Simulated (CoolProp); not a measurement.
The fluid at 593.85 K and 6.06 MPa is throttled through a valve to 3.52 MPa with no heat exchange. The same conditions are run with several fluids, on thermodynamics alone (safety and materials aside).

Model: reference Helmholtz-energy equation of state of each fluid (dimethyl carbonate: Zhou 2011; benzene: Thol 2012; n-octane: Beckmüller 2019; normal hydrogen: Leachman 2009; hexamethyldisiloxane (MM): Thol 2016), in CoolProp.

```csv
fluid,temperature change (K),final phase,final density (kg/m³)
dimethyl carbonate,[?],gas,[?]
benzene,-32.1,gas,[?]
n-octane,[?],supercritical,312
normal hydrogen,[?],supercritical,1.42
hexamethyldisiloxane (MM),-12.3,supercritical,227
```

Task: Some entries are withheld; supply them.

Result: 
- dimethyl carbonate, temperature change (K): -27.4
- dimethyl carbonate, final density (kg/m³): 94.8
- benzene, final density (kg/m³): 86.2
- n-octane, temperature change (K): -7.1
- normal hydrogen, temperature change (K): +1.4
